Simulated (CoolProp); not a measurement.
R1234ze(Z) along the isobar 4.22 MPa: density (kg/m³) from the reference equation and from simpler models built on Tc = 423.3 K, pc = 3.531 MPa, ω = 0.327; each cubic takes its own stable root.

The numbers come from the reference Helmholtz-energy equation of state, Akasaka 2019 in CoolProp.

```csv
T (K),phase,reference
373.2,liquid,1014
378.8,liquid,992.2
384.3,liquid,969.7
389.9,liquid,945.3
395.5,liquid,918.9
401,liquid,890.6
406.6,liquid,858.4
412.2,liquid,821.6
417.7,liquid,778.4
423.3,supercritical,721.5
428.9,supercritical,631.7
434.4,supercritical,433.4
440,supercritical,312.7
```

How far does each simpler model (Redlich-Kwong, Soave-Redlich-Kwong) lie from the reference over these 13 states: mean and median of the absolute difference, and the worst?


- Redlich-Kwong: mean 22.1 %, median 25.0 %, worst -26.6 % at 417.7 K and 4.22 MPa
- Soave-Redlich-Kwong: mean 21.8 %, median 22.1 %, worst -27.0 % at 428.9 K and 4.22 MPa
